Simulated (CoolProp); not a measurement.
A Linde-Hampson liquefier for carbon monoxide: isothermal reversible compression at 290 K from 1 atm to 40 MPa, throttling to 1 atm, return gas leaving the recuperator 0 K below the feed. Each further row changes one setting.

Computed with CoolProp (reference Helmholtz-energy equation of state, Lemmon 2006). It is a short technical equation, of lower accuracy than the large ones.

```json
[
 {"case": "as stated", "liquid yield per pass": "[?]", "compression work (kJ/kg of gas)": "519"},
 {"case": "high pressure 80 MPa", "liquid yield per pass": "[?]", "compression work (kJ/kg of gas)": "[?]"},
 {"case": "warm-end temperature 320 K", "liquid yield per pass": "[?]", "compression work (kJ/kg of gas)": "[?]"},
 {"case": "warm-end gap 5 K", "liquid yield per pass": "[?]", "compression work (kJ/kg of gas)": "519"}
]
```

Task: What belongs in the gaps?

Result: 
- as stated, liquid yield per pass: 0.116
- high pressure 80 MPa, liquid yield per pass: 0.077
- high pressure 80 MPa, compression work (kJ/kg of gas): 607
- warm-end temperature 320 K, liquid yield per pass: 0.086
- warm-end temperature 320 K, compression work (kJ/kg of gas): 578
- warm-end gap 5 K, liquid yield per pass: 0.106
